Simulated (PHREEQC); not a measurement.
A solution holds 0.24 mol/kgw HCl and 0.074 mol/kgw KCl, at 64 °C. It is in equilibrium with CO2 at log p = -1 (atm). Otherwise closed; pH follows from the charge balance.

The numbers come from PHREEQC with the ion-association model, wateq4f.dat.

No solid was allowed to form.

Estimate the pH, activity of water.

pH 0.73; activity of water 0.989.

Away from 25 °C the constants follow the database's enthalpies or fits; those with neither stay at their 25 °C values.
